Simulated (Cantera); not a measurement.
Input: 1 mol Al, 2.9 mol HCl, 15 mol N2, equilibrated at 1250 K and 0.000730 bar.

These are equilibrium values from Cantera (NASA tables, ideal gas, pure condensed phases), not measurements of a reactor. Candidate condensed phases: Al, AlCl3, AlN, NH4Cl; 20 gas species. The tables' values for AlCl2 are old estimates; treat these amounts as uncertain. Kinetics and transport are ignored.

Base state: N2 0.855, H2 0.0655, AlCl3 0.0429, HCl 0.0355, AlCl2 0.000941, AlCl 0.000500 (mole fractions); condensed: AlN(s).

Question: What changes in the equilibrium state with this change: temperature from 1250 K to 1925 K?

Answer: 
```tsv
species	before	after
N2	0.855	0.809
HCl	0.0355	0.0851
AlCl	0.000500	0.0496
Cl	2.12e-6	0.0126
AlCl3	0.0429	0.000611
H2	0.0655	0.0325
Al	<1e-9	5.99e-5
H	4.58e-6	0.00638
AlCl2	0.000941	0.00365
AlN(s), mol	0.228	0
```
